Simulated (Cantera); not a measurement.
Feed: 1 mol N2O, 0.1 mol O2, 0.33 mol N2, held at 1.70 mbar.

Cantera equilibrium calculation (NASA polynomials, part measured and part estimated; ideal gas, pure solids and liquids). Ions and electrons are included (thermal ionisation). Kinetics and transport are ignored. All values below are at 2727 °C.

Base state: N2 0.535, O 0.427, O2 0.0242, NO 0.0134, N 0.000247 (mole fractions); condensed: gas only.

### Question
What changes in the equilibrium state with this change: N2O replaced by S?

### Answer
```
species  before     after
-------  ------  --------
S             0     0.622
N2        0.535     0.230
O         0.427    0.0784
SO            0    0.0561
S2            0    0.0103
O2       0.0242  0.000816
NO       0.0134   0.00161
SO2           0   0.00106
SN            0   8.04e-5
```
Further candidate phases: S.
